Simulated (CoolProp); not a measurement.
Properties of propane along the isotherm 62.35 °C.

Computed with CoolProp (reference Helmholtz-energy equation of state, Lemmon 2009).

| p (kPa) | phase | density (kg/m³) | isothermal compressibility (1/MPa) | expansivity (1/kK) | conductivity (mW/(m K)) | fugacity coefficient |
|---|---|---|---|---|---|---|
| 6.72 | gas | 0.1063 | 148.9 | 2.987 | 22.6 | 0.9993 |
| 10.9 | gas | 0.1725 | 91.85 | 2.992 | 22.6 | 0.9988 |
| 17.5 | gas | 0.2772 | 57.25 | 2.999 | 22.6 | 0.9981 |
| 28.3 | gas | 0.4487 | 35.45 | 3.010 | 22.6 | 0.9969 |
| 45.8 | gas | 0.7276 | 21.94 | 3.028 | 22.6 | 0.9950 |
| 74 | gas | 1.179 | 13.62 | 3.058 | 22.6 | 0.9920 |
| 120 | gas | 1.922 | 8.446 | 3.108 | 22.6 | 0.9870 |
| 193 | gas | 3.117 | 5.296 | 3.190 | 22.7 | 0.9791 |
| 312 | gas | 5.110 | 3.324 | 3.333 | 22.7 | 0.9662 |
| 504 | gas | 8.452 | 2.111 | 3.590 | 22.9 | 0.9455 |
| 814 | gas | 14.23 | 1.370 | 4.095 | 23.1 | 0.9122 |
| 1320 | gas | 24.99 | 0.9349 | 5.302 | 23.8 | 0.8580 |
| 2130 | gas | 48.78 | 0.7984 | 10.42 | 26.2 | 0.7698 |

Thermal conductivity comes from a separate model (Marsh 2002).
